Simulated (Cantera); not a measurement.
Input (Python, Cantera):

```python
import numpy as np
import cantera as ct

gas = ct.Solution("gri30.yaml")
gas.TPX = 1448, 480000, {'CH4': 1, 'O2': 0.87, 'N2': 3.27}
reactor = ct.IdealGasConstPressureReactor(gas, energy="on", clone=False)
net = ct.ReactorNet([reactor])
net.rtol, net.atol = 1e-08, 1e-16
show = ['CH4', 'O2', 'O', 'NO', 'HCN']
times = np.geomspace(2e-06, 3, 13)

steps = ct.SolutionArray(gas, extra=["t"])
rows = []
print(f"{'t/s':>10s}{'T/K':>9s}{'P/Pa':>11s}" + "".join(f"{s:>11s}" for s in show))
for t in times:
    while net.time < t:
        t_next = net.step()
        steps.append(gas.state, t=t_next)
    rows.append([np.interp(t, steps.t, y) for y in (steps.T, steps.P, *steps(*show).X.T)])
    print(f"{t:10.3e}{rows[-1][0]:9.1f}{rows[-1][1]:11.4g}" + "".join(f"{x:11.3e}" for x in rows[-1][2:]))
rate = np.gradient(steps.T, steps.t)
print("integrator steps:", len(steps.t))
if steps.T.max() > steps.T[0] + 200:
    print(f"time of steepest temperature rise: {steps.t[rate.argmax()]:.4e} s")
gas.TPX = 1448, 480000, {'CH4': 1, 'O2': 0.87, 'N2': 3.27}
gas.equilibrate("HP")
print(f"equilibrium (HP): T = {gas.T:.1f} K  " + "  ".join(f"{s} {gas[s].X[0]:.3e}" for s in show))
```

Result:

```
       t/s      T/K       P/Pa        CH4         O2          O         NO        HCN
 2.000e-06   1448.0    4.8e+05  1.946e-01  1.693e-01  9.989e-10  3.342e-17  1.888e-19
 6.542e-06   1448.0    4.8e+05  1.945e-01  1.693e-01  2.103e-09  1.884e-16  2.301e-18
 2.140e-05   1448.0    4.8e+05  1.945e-01  1.692e-01  7.919e-09  1.807e-15  3.612e-17
 6.999e-05   1448.2    4.8e+05  1.944e-01  1.692e-01  2.701e-08  2.357e-14  6.806e-16
 2.289e-04   1451.4    4.8e+05  1.933e-01  1.686e-01  4.851e-08  1.959e-13  6.889e-15
 7.489e-04   1516.4    4.8e+05  1.767e-01  1.573e-01  4.972e-07  1.703e-11  1.080e-12
 2.449e-03   2337.4    4.8e+05  5.543e-06  3.340e-07  1.622e-06  1.353e-04  3.430e-05
 8.012e-03   2337.9    4.8e+05  2.114e-09  3.403e-07  1.652e-06  5.515e-05  3.324e-06
 2.621e-02   2338.2    4.8e+05  1.995e-09  3.415e-07  1.658e-06  2.225e-05  1.271e-06
 8.572e-02   2338.2    4.8e+05  1.987e-09  3.416e-07  1.658e-06  1.769e-05  1.001e-06
 2.804e-01   2338.2    4.8e+05  1.987e-09  3.416e-07  1.658e-06  1.766e-05  9.988e-07
 9.172e-01   2338.2    4.8e+05  1.987e-09  3.416e-07  1.658e-06  1.766e-05  9.988e-07
 3.000e+00   2338.2    4.8e+05  1.987e-09  3.416e-07  1.658e-06  1.766e-05  9.988e-07
integrator steps: 2201
time of steepest temperature rise: 9.0886e-04 s
equilibrium (HP): T = 2338.2 K  CH4 2.255e-09  O2 3.416e-07  O 1.658e-06  NO 1.766e-05  HCN 9.988e-07
```

Model: GRI-Mech 3.0 (53 species, 325 reactions), integrated in Cantera.
